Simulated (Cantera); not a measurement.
Feed: 1 mol C2H2, 0.8 mol H2O, 1.3 mol N2, 0.28 mol CO2, equilibrated at 2425 K and 4.50 bar.

These are equilibrium values from Cantera (NASA tables, ideal gas, pure condensed phases), not measurements of a reactor. Candidate condensed phases: C, C6H6, C7H8, C8H18, H2O; 136 gas species. The numbers say what is thermodynamically allowed, not how fast it happens.

Question: What is the equilibrium state?

Answer: 
- x(H2) = 0.386
- x(CO) = 0.304
- x(N2) = 0.280
- x(HCN) = 0.0192
- x(H) = 0.00524
- x(C2H2 (acetylene)) = 0.00301
- x(HNC) = 0.00206
- x(CH4) = 0.000114
- x(CH3) = 2.83e-5
- n(C(graphite)) = 0.797 mol
- gas amount = 4.471 mol
